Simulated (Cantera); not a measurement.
An isothermal, constant-pressure homogeneous reactor starts with 13.3 % CH₄, 86.7 % N₂, at 1825 K and 0.0133 bar.

Cantera simulation using GRI-Mech 3.0 (53 species, 325 reactions); the numbers are that mechanism's predictions, not measurements. GRI-Mech 3.0 stops at C3 and has no aromatics, soot or wall deposition, so with more carbon than oxygen in the feed, carbon stays in small species such as C2H2 where larger ones or solid carbon would form. Radical loss at walls, strong at low pressure, is not modelled.

Question: Predict: x(CH₄) at 8.00 s; x(H₂) at 8.00 s; x(CH₃) at 8.00 s; x(HCN) at 8.00 s; x(C₂H₂) at 8.00 s.

Answer: 
```json
{
 "x(CH₄) at 8.00 s": "2.35e-5 (gas-phase equilibrium 6.76e-6)",
 "x(H₂) at 8.00 s": "0.175 (gas-phase equilibrium 0.176)",
 "x(CH₃) at 8.00 s": "4.33e-6 (gas-phase equilibrium 1.25e-6)",
 "x(HCN) at 8.00 s": "7.60e-5 (gas-phase equilibrium 0.0764)",
 "x(C₂H₂) at 8.00 s": "0.0587 (gas-phase equilibrium 0.0206)"
}
```
